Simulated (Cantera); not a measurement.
A closed system holds: 1 mol SiH4, a varied amount of N2, at 1827 °C and 85.0 Pa.

Cantera equilibrium calculation (NASA polynomials, part measured and part estimated; ideal gas, pure solids and liquids). Candidate condensed phases: Si, Si3N4; 18 gas species. Gases not in the tables: Si2H6 and higher silanes. The numbers say what is thermodynamically allowed, not how fast it happens.

Question: Which condensed phases are stable at each of these points (n(N2) (mol)): 0.22, 0.35, 0.55, 0.88, 1.4, 2.2, 3.5, 5.5, 8.8, 14, 22, 35?

Answer: 
```csv
n(N2) (mol),condensed phases,Si condensed (%)
0.22,Si(l),53.9
0.35,Si(l),51.2
0.55,Si(l),47.1
0.88,Si(l),40.4
1.4,Si(l),29.8
2.2,Si(l),13.7
3.5,gas only,0.0
5.5,gas only,0.0
8.8,gas only,0.0
14,gas only,0.0
22,gas only,0.0
35,gas only,0.0
```

From 0.22 mol N2 to 2.2 mol N2 the condensed part is Si(l). From 3.5 mol N2 to 35 mol N2 nothing is condensed.
